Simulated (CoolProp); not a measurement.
Vapour-liquid equilibrium of toluene (1) + n-decane (2) at 180.75 °C; x and y are mole fractions of (1).

Model: multi-fluid Helmholtz-energy mixture model, Lemmon 2006 and Lemmon 2006; pair parameters Bell 2016, in CoolProp.

```csv
x,"bubble pressure, mixture model (MPa)","bubble pressure, Raoult's law (MPa)","y, mixture model","y, Raoult's law"
0.05,0.1384,0.1398,0.170,0.188
0.125,0.1682,0.1702,0.361,0.385
0.2,0.1993,0.2006,0.500,0.523
0.275,0.2308,0.2310,0.603,0.625
0.35,?,0.2614,0.682,0.703
0.425,0.2937,0.2918,0.744,0.764
0.5,0.3244,0.3222,0.794,0.814
0.575,0.3547,0.3526,0.836,0.856
0.65,0.3845,0.3830,0.872,0.891
0.725,0.4141,0.4134,0.904,0.920
0.8,0.4438,0.4437,?,0.946
0.875,0.4737,0.4741,?,0.968
0.95,?,0.5045,0.984,0.988
```

Problem. What belongs in the gaps?

Solution. 
- 0.35, bubble pressure, mixture model (MPa): 0.2624
- 0.8, y, mixture model: 0.932
- 0.875, y, mixture model: 0.959
- 0.95, bubble pressure, mixture model (MPa): 0.5041

The largest gap from Raoult's law is -1.2 % in bubble pressure, at x = 0.125. No azeotrope shows between x = 0.05 and 0.95.

The pair parameters rest on a limited set of measurements; away from them the model extrapolates. The gap from Raoult's law changes sign with composition, which may be real or a fault of the pair parameters; it wasn't checked against measurements.
